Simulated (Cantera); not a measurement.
A freely propagating, adiabatic, planar premixed flame of H2 : O2 : N2 = 1 : 0.217 : 0.783 (molar parts), equivalence ratio 2.3, unburnt at 300 K and 3750 Torr; mixture-averaged transport, grid criteria slope 0.08 and curve 0.16, no radiation.

Model: the H2/O2 subset of GRI-Mech 3.0, which has no nitrogen chemistry, integrated in Cantera. The hydrogen kinetics of GRI-Mech 3.0 are dated; newer H2 mechanisms differ, most at raised pressure. Burning velocities carry a grid error of a few per cent, more on coarse grids.

Predict: laminar burning velocity; thermal thickness; peak x(OH); peak x(HO2); peak x(H); peak x(H2O2).


```json
{
  "laminar_burning_velocity": "263 cm/s",
  "thermal_thickness": "0.0479 mm",
  "peak x(OH)": "0.00167",
  "peak x(HO2)": "0.00109",
  "peak x(H)": "0.0338",
  "peak x(H2O2)": "0.000144"
}
```
